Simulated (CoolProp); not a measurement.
Vapour-liquid equilibrium of R134a (1) + isobutane (2) at 312.6 K; x and y are mole fractions of (1).

The numbers come from the multi-fluid Helmholtz-energy mixture model, Tillner-Roth 1994 and Bücker 2006; pair parameters Bell 2016 in CoolProp.

```csv
x,"bubble pressure, mixture model (MPa)","bubble pressure, Raoult's law (MPa)","y, mixture model","y, Raoult's law"
0.05,0.6500,0.5475,0.205,0.091
0.125,0.7935,0.5833,0.369,0.215
0.2,0.8950,0.6192,0.461,0.324
0.275,0.9669,0.6551,(withheld),0.421
0.35,1.018,0.6909,(withheld),0.507
0.425,1.056,0.7268,0.599,0.586
0.5,1.083,0.7626,0.630,0.657
0.575,1.103,0.7985,0.660,0.721
0.65,(withheld),0.8343,0.691,0.780
0.725,(withheld),0.8702,0.728,0.835
0.8,1.117,0.9061,(withheld),0.884
0.875,1.096,0.9419,0.832,0.931
0.95,(withheld),0.9778,0.918,0.973
```

Some entries are withheld; supply them.


- 0.275, y, mixture model: 0.520
- 0.35, y, mixture model: 0.564
- 0.65, bubble pressure, mixture model (MPa): 1.116
- 0.725, bubble pressure, mixture model (MPa): 1.122
- 0.8, y, mixture model: 0.773
- 0.95, bubble pressure, mixture model (MPa): 1.052

The largest gap from Raoult's law is +47.6 % in bubble pressure, at x = 0.275. y crosses x between x = 0.725 and 0.8: the model has an azeotrope there.

Pair parameters are fitted to limited data, so mixtures are less certain than the pure fluids.
